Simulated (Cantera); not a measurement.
Cantera run:

```python
import numpy as np
import cantera as ct

gas_names = """
    C CH CH2 CH3 CH2OH CH3O CH4 CH3OH CN CO CO2 COOH C2 C2H CHCO,ketyl C2H2,acetylene C2H2,vinylidene
    CH2CO,ketene C2H3,vinyl CH3CN CH3CO,acetyl C2H4 C2H4O,ethylen CH3CHO,ethanal CH3COOH (HCOOH)2 C2H5
    C2H6 CH3OCH3 C2H5OH CCN CNC C2N2 C2O C3 C3H3,propargyl C3H4,allene C3H4,propyne C3H4,cyclo-
    C3H5,allyl C3H6,propylene C3H6,cyclo- C3H6O C3H7,n-propyl C3H7,i-propyl C3H8 C3H8O,1propanol
    C3H8O,2propanol C3O2 C4 C4H2 C4H4,1,3-cyclo- C4H6,butadiene C4H6,2-butyne C4H6,cyclo- C4H8,1-butene
    C4H8,cis2-buten C4H8,tr2-butene C4H8,isobutene C4H8,cyclo- (CH3COOH)2 C4H9,n-butyl C4H9,i-butyl
    C4H9,s-butyl C4H9,t-butyl C4H10,isobutane C4H10,n-butane C4N2 C5 C5H6,1,3cyclo- C5H8,cyclo-
    C5H10,1-pentene C5H10,cyclo- C5H11,pentyl C5H11,t-pentyl C5H12,n-pentane C5H12,i-pentane
    CH3C(CH3)2CH3 C6H2 C6H5,phenyl C6H5O,phenoxy C6H6 C6H5OH,phenol C6H10,cyclo- C6H12,1-hexene
    C6H12,cyclo- C6H13,n-hexyl C7H7,benzyl C7H8 C7H8O,cresol C7H14,1-heptene C7H15,n-heptyl
    C7H16,n-heptane C8H8,styrene C8H10,ethylbenz C8H16,1-octene C8H17,n-octyl C8H18,isooctane
    C8H18,n-octane C9H19,n-nonyl C10H8,naphthale C10H21,n-decyl C12H9,o-bipheny C12H10,bipheny H HCN HCO
    HCCN HNC HNCO HNO HNO2 HNO3 HO2 H2 HCHO,formaldehy HCOOH H2O H2O2 N NCO NH NH2 NH3 NH2OH NO NO2 NO3
    N2 N2H2 N2H4 N2O O OH O2 O3 Si SiC SiC2 SiC4H12 SiH SiH2 SiH3 SiH4 SiN SiO SiO2 Si2 Si2C Si2N Si3
""".split()
cond_names = """
    C(gr) C6H6(L) C7H8(L) C8H18(L),n-octa H2O(s) H2O(L) Si(cr) Si(L) SiC(b) SiO2(Lqz) SiO2(hqz) SiO2(L)
    Si2N2O(s) Si3N4(a)
""".split()


def load(file, names, dense=False):
    # The tables refer to 1 bar. Condensed volumes are neglected.
    table = {s.name: s for s in ct.Species.list_from_file(file)}
    out = []
    for n in names:
        d = dict(table[n].input_data)
        d["thermo"] = dict(d["thermo"], **{"reference-pressure": 1e5})
        if dense:
            d["equation-of-state"] = {"model": "constant-volume", "density": "1e6 g/cm^3"}
        out.append(ct.Species.from_dict(d))
    return out


gas = ct.Solution(thermo="ideal-gas", species=load("nasa_gas.yaml", gas_names))
cond = {s.name: ct.Solution(thermo="fixed-stoichiometry", species=[s], name=s.name)
        for s in load("nasa_condensed.yaml", cond_names, dense=True)}
atoms = {
    'SiO2': {'Si': 1, 'O': 2},
    'CH4': {'C': 1, 'H': 4},
    'N2': {'N': 2},
}
top_T = {'C(gr)': 4500, 'SiC(b)': 3050, 'Si2N2O(s)': 2100, 'Si3N4(a)': 2400}  # K; cautious upper limits of use, not melting points


def equilibrate(T, P, feed):
    n = {}
    for name, mol in feed.items():
        for a, k in atoms[name].items():
            n[a] = n.get(a, 0.0) + k * mol
    gas.TPX = T, P, n
    mass = sum(n.values()) * gas.mean_molecular_weight
    gas.equilibrate("TP")
    valid = [c for c in cond.values() if c.min_temp <= T <= top_T.get(c.name, c.max_temp)]
    mix = ct.Mixture([(gas, mass / gas.mean_molecular_weight)] + [(c, 0.0) for c in valid])
    mix.T, mix.P = T, P
    mix.equilibrate("TP", solver="vcs", rtol=1e-11, max_steps=5000)
    return mix


results = []
feed = {'SiO2': 1, 'CH4': 5.8, 'N2': 0.25}  # mol
T = 1398  # K
P = 380  # Pa
mix = equilibrate(T, P, feed)
results.append((T, P, feed, dict(zip(mix.species_names, mix.species_moles))))
print(gas.report(threshold=0.0001))
for i in range(1, mix.n_phases):
    print(f"{mix.phase(i).name:16s} {mix.phase_moles(i):12.5e} mol")
```

Result:

```
       temperature   1398 K
          pressure   380 Pa
           density   0.00020408 kg/m^3
  mean mol. weight   6.2426 kg/kmol
   phase of matter   gas

                          1 kg             1 kmol
                     ---------------   ---------------
          enthalpy        2.7981e+06        1.7467e+07  J
   internal energy        9.3606e+05        5.8434e+06  J
           entropy             38173         2.383e+05  J/K
    Gibbs function       -5.0567e+07       -3.1567e+08  J
 heat capacity c_p            5190.6             32402  J/K
 heat capacity c_v            3858.7             24088  J/K

                      mass frac. Y      mole frac. X     chem. pot. / RT
                     ---------------   ---------------   ---------------
                CO           0.64711           0.14422           -43.566
                H2           0.27044           0.83743            -24.15
                N2          0.080865           0.01802           -35.387
               SiO         0.0012614        0.00017863           -51.267
     [ +147 minor]        0.00031872        0.00014656

C(gr)             2.80392e+00 mol
Si(cr)            0.00000e+00 mol
SiC(b)            9.97526e-01 mol
SiO2(hqz)         0.00000e+00 mol
Si2N2O(s)         0.00000e+00 mol
Si3N4(a)          0.00000e+00 mol
```

Cantera equilibrium calculation (NASA polynomials, part measured and part estimated; ideal gas, pure solids and liquids).
